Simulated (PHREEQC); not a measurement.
Synthetic water in mg/kgw, 75 °C, pH 7.92, pe 2: Na 2270; K 644; Ca 1070; Mg 59.7; Cl 5560; S(6) as SO4 498; Alkalinity as HCO3 11.8; Si as SiO2 90.1; Br 2.42.

Valence states are taken as typed.

Computed with PHREEQC (ion-association model, wateq4f.dat).

No solid was allowed to form.

Question: Predict the charge-balance error.

Answer: charge-balance error 1.8 %.

Question: In which forms is C present?

Answer: HCO3- 66 %, CaCO3 15 %, CaHCO3+ 8.7 %, NaCO3- 4.7 %, NaHCO3 1.8 %, CO2 1.2 % of the C.

The solution is supersaturated, for example in Quartz (slow to form), Chalcedony (slow to form), so a real one may precipitate; this is no full list. Constants without temperature data keep their 25 °C values here.
